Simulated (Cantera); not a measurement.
Ignition delay

Mixture: 32.4 % CO, 1.17 % H₂, 14.0 % O₂, 52.5 % N₂, at 48000 Pa, adiabatic and at constant pressure. Ignition delay is the time to a rise of 400 K.

Detailed kinetics in Cantera: GRI-Mech 3.0 (53 species, 325 reactions). Where the delays flatten at high temperature, the 400 K rule measures the pace of heat release, not the induction time.

| T0 (K) | delay (ms) |
|---|---|
| 1225 | 0.397 |
| 1300 | 0.343 |
| 1375 | 0.316 |
| 1450 | 0.306 |
| 1525 | 0.307 |
| 1600 | 0.315 |
| 1675 | 0.329 |
| 1750 | 0.348 |
| 1825 | 0.370 |
